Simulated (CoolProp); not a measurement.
Properties of CHF3 (R23) along the isobar 532 kPa (Tc = 299.3 K, pc = 4832 kPa, ω = 0.263).

The numbers come from the reference Helmholtz-energy equation of state, Penoncello 2003 in CoolProp.

| T (K) | phase | density (kg/m³) | speed of sound (m/s) |
|---|---|---|---|
| 266.2 | gas | 17.96 | 187.6 |
| 271.7 | gas | 17.51 | 189.9 |
| 277.2 | gas | 17.08 | 192.1 |
| 282.8 | gas | 16.68 | 194.3 |
| 288.3 | gas | 16.30 | 196.4 |
| 293.8 | gas | 15.94 | 198.5 |
| 299.3 | gas | 15.61 | 200.5 |
| 304.8 | gas | 15.28 | 202.5 |
| 310.4 | gas | 14.97 | 204.5 |
| 315.9 | gas | 14.68 | 206.4 |
| 321.4 | gas | 14.39 | 208.2 |
| 326.9 | gas | 14.12 | 210.1 |
| 332.5 | gas | 13.86 | 211.9 |
| 338 | gas | 13.61 | 213.7 |
| 343.5 | gas | 13.37 | 215.5 |
